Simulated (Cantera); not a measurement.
Input: 1 mol Ta, 2.8 mol CH₄, 35 mol H₂, at 100000 Pa.

Method: chemical equilibrium by Gibbs-energy minimisation in Cantera with the NASA 1993 tables (ideal gas, pure condensed phases). Candidate condensed phases: C, C₆H₆, C₇H₈, C₈H₁₈, Ta, TaC; 77 gas species. TaC: taken at fixed stoichiometry. Condensed phases not in the tables: Ta₂C. Equilibrium is a limit: real reactors are often held back by kinetics, nucleation or transport.

x: gas mole fraction; n: condensed amount in mol.

```csv
T (K),x H₂,x CH₄,x H,x C₂H₂ (acetylene),x CH₃,x C₂H₄,n C(graphite),n TaC(s)
1348,0.994,0.00577,2.31e-6,1.20e-6,2.66e-7,1.84e-6,1.57,1.00
1423,0.996,0.00378,6.63e-6,3.42e-6,5.05e-7,2.19e-6,1.65,1.00
1498,0.997,0.00258,1.72e-5,8.79e-6,9.00e-7,2.55e-6,1.69,1.00
1573,0.998,(withheld),(withheld),(withheld),(withheld),(withheld),1.72,1.00
1648,0.999,0.00134,8.90e-5,4.47e-5,2.42e-6,3.30e-6,1.74,1.00
1723,0.999,(withheld),(withheld),(withheld),(withheld),(withheld),1.75,1.00
1798,0.999,0.000773,0.000352,0.000172,5.51e-6,4.08e-6,1.75,1.00
1873,0.998,0.000608,0.000645,0.000312,7.89e-6,4.48e-6,1.75,1.00
1948,0.998,0.000487,0.00113,0.000538,1.10e-5,4.87e-6,1.74,1.00
2023,0.997,0.000397,0.00190,0.000890,1.49e-5,5.26e-6,1.71,1.00
2098,0.995,0.000328,0.00307,0.00142,1.97e-5,5.65e-6,1.67,1.00
2173,0.993,0.000275,0.00481,0.00219,2.56e-5,6.02e-6,1.61,1.00
```

Question: What belongs in the gaps?

Answer: 
- 1723, x CH₄: 0.00100
- 1723, x H: 0.000182
- 1723, x C₂H₂ (acetylene): 9.04e-5
- 1723, x CH₃: 3.72e-6
- 1723, x C₂H₄: 3.69e-6
- 1573, x CH₄: 0.00183
- 1573, x H: 4.06e-5
- 1573, x C₂H₂ (acetylene): 2.06e-5
- 1573, x CH₃: 1.51e-6
- 1573, x C₂H₄: 2.92e-6
